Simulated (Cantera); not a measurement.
A closed system holds: 1 mol Si, 0.42 mol CO2, 10 mol N2, held at 0.100 bar.

Cantera equilibrium calculation (NASA polynomials, part measured and part estimated; ideal gas, pure solids and liquids). Candidate condensed phases: C, Si, SiC, SiO2, Si2N2O, Si3N4; 34 gas species. N2 is the only nitrogen source here; it is nearly inert below about 1500 K, so the nitride shown seldom forms there in practice. Rates play no part. All values below are at 1400 K.

Base state: N2 0.965, CO 0.0346 (mole fractions); condensed: C(graphite) + Si2N2O(s).

Q: What changes in the equilibrium state with this change: Si replaced by Si3N4?

A: 
| species | before | after |
|---|---|---|
| N2 | 0.965 | 1.000 |
| CO | 0.0346 | 6.34e-5 |
| C(graphite), mol | 0.0800 | 0.419 |
| Si2N2O(s), mol | 0.500 | 0.839 |
| Si3N4(s), mol | 0 | 0.440 |
Mutual solubility and eutectic melting of coexisting phases are not modelled.
